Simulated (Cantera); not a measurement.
Mixture: 39.7 % H₂, 9.92 % O₂, 37.3 % N₂, 13.1 % H₂O, at 1200000 Pa, adiabatic and at constant pressure. Ignition delay is the time to a rise of 400 K.

Detailed kinetics in Cantera: the H2/O2 subset of GRI-Mech 3.0, which has no nitrogen chemistry. The hydrogen kinetics of GRI-Mech 3.0 are dated; newer H2 mechanisms differ, most at raised pressure. The pressure lies above the range GRI-Mech 3.0 was tuned for (to about 10 atm).

Task: Predict: delay at 950 K; delay at 1000 K; delay at 1050 K; delay at 1100 K; delay at 1150 K; delay at 1200 K; delay at 1250 K; apparent activation energy between 1150 and 1250 K.

Result: 
| Property | Value |
|---|---|
| delay at 950 K | 21.8 ms |
| delay at 1000 K | 7.04 ms |
| delay at 1050 K | 2.54 ms |
| delay at 1100 K | 0.995 ms |
| delay at 1150 K | 0.414 ms |
| delay at 1200 K | 0.179 ms |
| delay at 1250 K | 78.6 µs |
| apparent activation energy between 1150 and 1250 K | 200 kJ/mol |
